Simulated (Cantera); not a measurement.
Gas-phase reforming

An isothermal, constant-pressure homogeneous reactor starts with 60.2 % CH4, 39.8 % H2O, at 1800 K and 0.0987 atm.

Detailed kinetics in Cantera: GRI-Mech 3.0 (53 species, 325 reactions). GRI-Mech 3.0 stops at C3 and has no aromatics, soot or wall deposition, so with more carbon than oxygen in the feed, carbon stays in small species such as C2H2 where larger ones or solid carbon would form.

| t (s) | x CH4 | x H2O | x CH2 | x CO | x C2H4 | x CH2O | x H |
|---|---|---|---|---|---|---|---|
| 6.00e-6 | 0.602 | 0.398 | 1.27e-9 | <1e-12 | 6.14e-9 | 2.05e-10 | 3.91e-6 |
| 1.68e-5 | 0.602 | 0.398 | 1.00e-8 | 5.84e-12 | 2.20e-7 | 3.61e-9 | 3.95e-6 |
| 4.72e-5 | 0.601 | 0.397 | 7.57e-8 | 5.70e-10 | 5.88e-6 | 6.91e-8 | 4.26e-6 |
| 0.000132 | 0.599 | 0.397 | 5.22e-7 | 7.05e-8 | 0.000133 | 1.33e-6 | 6.64e-6 |
| 0.000372 | 0.587 | 0.395 | 2.78e-6 | 7.45e-6 | 0.00241 | 1.81e-5 | 2.35e-5 |
| 0.00104 | 0.504 | 0.380 | 7.65e-6 | 0.000255 | 0.0212 | 6.02e-5 | 0.000128 |
| 0.00292 | 0.303 | 0.327 | 5.82e-6 | 0.00135 | 0.0179 | 2.94e-5 | 0.000327 |
| 0.00821 | 0.151 | 0.281 | 3.74e-6 | 0.00401 | 0.00360 | 1.17e-5 | 0.000500 |
| 0.0230 | 0.0610 | 0.248 | 2.44e-6 | 0.0111 | 0.000793 | 4.69e-6 | 0.000684 |
| 0.0646 | 0.0254 | 0.212 | 1.60e-6 | 0.0300 | 0.000325 | 1.96e-6 | 0.000855 |
| 0.181 | 0.0171 | 0.156 | 1.06e-6 | 0.0694 | 0.000239 | 9.28e-7 | 0.000915 |
| 0.508 | 0.0118 | 0.0882 | 6.14e-7 | 0.123 | 0.000173 | 3.26e-7 | 0.000941 |
| 1.43 | 0.00654 | 0.0331 | 2.94e-7 | 0.170 | 0.000119 | 6.66e-8 | 0.000967 |
| 4.00 | 0.00264 | 0.00530 | 1.08e-7 | 0.194 | 9.24e-5 | 9.82e-9 | 0.000982 |
x: mole fraction; the columns are a selection and need not sum to one.

Equilibrium at this temperature and pressure: CH4 0.000841, H2O 2.13e-7, CH2 3.31e-8, CO 0.199, C2H4 8.81e-5, CH2O 6.18e-9, H 0.000987 (gas phase only).
